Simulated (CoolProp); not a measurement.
C3F8 (R218) along the isobar 1.01 bar: density (kg/m³) from the reference equation and from simpler models built on Tc = 71.9 °C, pc = 26.40 bar, ω = 0.317; each cubic takes its own stable root.

The numbers come from the reference Helmholtz-energy equation of state, Lemmon 2006 in CoolProp. It is a short technical equation, of lower accuracy than the large ones.

```
T (°C)    phase  reference  Soave-Redlich-Kwong  Peng-Robinson
-------  ------  ---------  -------------------  -------------
-100.25  liquid          ?                 1731           1947
-79.25   liquid          ?                 1674           1885
-58.35   liquid       1693                    ?           1814
-37.35   liquid       1614                    ?           1730
-16.35      gas      9.240                9.210          9.228
4.55        gas      8.459                8.452          8.468
25.55       gas      7.811                7.813          7.827
46.45       gas      7.267                7.271          7.282
67.45       gas      6.795                6.799          6.809
```

**Question.** Fill in the missing entries.

**Answer.** 
- -100.25, reference: 1842
- -79.25, reference: 1768
- -58.35, Soave-Redlich-Kwong: 1607
- -37.35, Soave-Redlich-Kwong: 1529
